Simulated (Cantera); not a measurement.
## Moist CO burnout

An isothermal, constant-pressure homogeneous reactor starts with CO : O₂ : H₂O : N₂ = 0.014 : 0.013 : 0.0002 : 1 (molar parts), equivalence ratio 0.54, at 1225 K and 1.60 bar.

Computed with Cantera and GRI-Mech 3.0 (53 species, 325 reactions).

```json
[
 {"t (s)": "2.00e-5", "x CO": "0.0136", "x O₂": "0.0127", "x H₂O": "0.000195", "x NO₂": "<1e-12", "x HO₂": "<1e-12", "x H": "<1e-12", "x NO": "<1e-12"},
 {"t (s)": "5.35e-5", "x CO": "0.0136", "x O₂": "0.0127", "x H₂O": "0.000195", "x NO₂": "<1e-12", "x HO₂": "<1e-12", "x H": "1.33e-12", "x NO": "<1e-12"},
 {"t (s)": "0.000143", "x CO": "0.0136", "x O₂": "0.0127", "x H₂O": "0.000195", "x NO₂": "<1e-12", "x HO₂": "5.59e-12", "x H": "9.48e-12", "x NO": "<1e-12"},
 {"t (s)": "0.000382", "x CO": "0.0136", "x O₂": "0.0127", "x H₂O": "0.000195", "x NO₂": "<1e-12", "x HO₂": "7.36e-11", "x H": "5.15e-11", "x NO": "<1e-12"},
 {"t (s)": "0.00102", "x CO": "0.0136", "x O₂": "0.0127", "x H₂O": "0.000195", "x NO₂": "<1e-12", "x HO₂": "7.27e-10", "x H": "2.57e-10", "x NO": "<1e-12"},
 {"t (s)": "0.00273", "x CO": "0.0136", "x O₂": "0.0127", "x H₂O": "0.000195", "x NO₂": "<1e-12", "x HO₂": "6.94e-9", "x H": "1.75e-9", "x NO": "<1e-12"},
 {"t (s)": "0.00731", "x CO": "0.0136", "x O₂": "0.0127", "x H₂O": "0.000195", "x NO₂": "<1e-12", "x HO₂": "1.93e-7", "x H": "5.40e-8", "x NO": "<1e-12"},
 {"t (s)": "0.0196", "x CO": "0.0104", "x O₂": "0.0109", "x H₂O": "0.000174", "x NO₂": "8.94e-10", "x HO₂": "1.78e-6", "x H": "1.73e-5", "x NO": "1.24e-7"},
 {"t (s)": "0.0523", "x CO": "0.00284", "x O₂": "0.00725", "x H₂O": "0.000186", "x NO₂": "8.66e-9", "x HO₂": "1.06e-6", "x H": "5.27e-6", "x NO": "9.61e-7"},
 {"t (s)": "0.140", "x CO": "0.000506", "x O₂": "0.00612", "x H₂O": "0.000193", "x NO₂": "2.72e-8", "x HO₂": "4.86e-7", "x H": "5.60e-7", "x NO": "1.50e-6"},
 {"t (s)": "0.374", "x CO": "6.90e-5", "x O₂": "0.00591", "x H₂O": "0.000195", "x NO₂": "6.27e-8", "x HO₂": "1.50e-7", "x H": "3.86e-8", "x NO": "1.72e-6"},
 {"t (s)": "1.00", "x CO": "6.71e-6", "x O₂": "0.00588", "x H₂O": "0.000196", "x NO₂": "7.40e-8", "x HO₂": "2.41e-8", "x H": "2.19e-9", "x NO": "1.79e-6"}
]
```
x: mole fraction; the columns are a selection and need not sum to one.

Equilibrium at this temperature and pressure: CO 4.43e-9, O₂ 0.00586, H₂O 0.000196, NO₂ 1.40e-7, HO₂ 5.99e-11, H 1.63e-12, NO 4.42e-5 (gas phase only).
